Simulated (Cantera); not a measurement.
Feed: 1 mol CH₂F₂, 0.83 mol CH₄, 0.59 mol H₂, equilibrated at 3900 Pa.

These are equilibrium values from Cantera (NASA tables, ideal gas, pure condensed phases), not measurements of a reactor. Candidate condensed phases: C, C₆H₆, C₇H₈, C₈H₁₈; 95 gas species. Kinetics and transport are ignored.

### Question
Which condensed phases are stable at each of these points (T (°C)): 1200, 1400, 1600, 1800, 2000, 2200, 2400, 2600, 2800, 3000, 3200?

### Answer
```csv
T (°C),condensed phases,C condensed (%)
1200,C(graphite),100.0
1400,C(graphite),100.0
1600,C(graphite),99.9
1800,C(graphite),99.7
2000,C(graphite),99.1
2200,C(graphite),97.8
2400,C(graphite),95.3
2600,C(graphite),90.1
2800,C(graphite),68.9
3000,gas only,0.0
3200,gas only,0.0
```

From 1200 °C to 2800 °C the condensed part is C(graphite). From 3000 °C to 3200 °C nothing is condensed.
